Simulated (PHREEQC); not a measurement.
Dissolve 0.021 mol/kgw MgCl2 and 0.00015 mol/kgw Pb(NO3)2 at 20 °C. Closed to the air; pH follows from the charge balance.

Equilibrium calculation in PHREEQC: ion-association model, phreeqc.dat.

This is a speciation only: nothing precipitates in the calculation.

Predict the pH.

pH 6.04.

In which forms is Pb present?

Pb+2 60 %, PbCl+ 37 %, PbCl2 1.7 %, PbOH+ 0.7 % of the Pb.
